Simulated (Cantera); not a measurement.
# Thermodynamics of carbon deposition, reforming and gasification, feed C2H5OH + H2 + N2

Feed: 1 mol C2H5OH, 56 mol H2, a varied amount of N2, held at 3073 K and 1.40 mbar.

Cantera equilibrium calculation (NASA polynomials, part measured and part estimated; ideal gas, pure solids and liquids). Candidate condensed phases: C, C6H6, C7H8, C8H18, H2O; 136 gas species. Equilibrium is a limit: real reactors are often held back by kinetics, nucleation or transport.

```
n(N2) (mol)    x H     x N2    x H2     x CO      x C      x CN     x HCN
-----------  -----  -------  ------  -------  -------  --------  --------
0.28         0.949  0.00205  0.0326  0.00860  0.00606  0.000505  0.000157
0.61         0.947  0.00470  0.0325  0.00858  0.00587  0.000740  0.000230
1.4          0.941   0.0112  0.0321  0.00852  0.00556   0.00108  0.000333
3            0.928   0.0242  0.0312  0.00840  0.00516   0.00147  0.000449
6.6          0.902   0.0524  0.0295  0.00815  0.00460   0.00194  0.000573
15           0.846    0.113  0.0260  0.00762  0.00385   0.00237  0.000660
32           0.752    0.214  0.0205  0.00673  0.00304   0.00258  0.000638
```
x: gas mole fraction; nothing condenses.

From 0.28 mol N2 to 32 mol N2 nothing is condensed. The main C-bearing gas is CO throughout.
